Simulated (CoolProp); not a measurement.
Saturation properties of R227EA.

Computed with CoolProp (reference Helmholtz-energy equation of state, Lemmon 2016).

```tsv
T (°C)	p (MPa)	liquid density (kg/m³)	vapour density (kg/m³)
25.95	0.4681	1384	37.27
31.75	0.5562	1359	44.37
37.45	0.6545	1333	52.45
43.25	0.7673	1305	61.95
48.95	0.8919	1277	72.78
54.75	1.034	1246	?
60.55	?	1213	100.6
66.25	1.364	1178	118.0
72.05	1.558	1139	139.1
77.75	1.769	1097	164.3
83.55	2.006	1047	196.4
89.35	2.267	?	238.7
```

Task: Complete the blanks.

Result: 
- 54.75, vapour density (kg/m³): 85.59
- 60.55, p (MPa): 1.192
- 89.35, liquid density (kg/m³): 986.3

It boils at -16.3 °C under 1 atm.
